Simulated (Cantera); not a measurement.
Gas mixture: C2H2 : CH4 : C2H4 = 0.8 : 0.31 : 0.059 (molar parts), at 13300 Pa, frozen composition.

Cantera's kinetic-theory transport with the Lennard-Jones parameters of GRI-Mech 3.0, ideal gas; thermal conductivity in the multicomponent form. The composition is frozen, though it would react at the higher temperatures.

One state of this run: ρ (kg/m³) = 0.0157; cp (J/kg/K) = 3891; μ (µPa s) = 49.5; λ (mW/m/K) = 272; Pr = 0.709; D (cm²/s) NH3 = 57.3; D (cm²/s) N2 = 47.4; D (cm²/s) CH4 = 48.7. D: mixture-averaged diffusion coefficient of that species in the mixture.

Task: Which value of T (K) does it belong to?
A. 1150
B. 1900
C. 2400
D. 650

Result: C, 2400
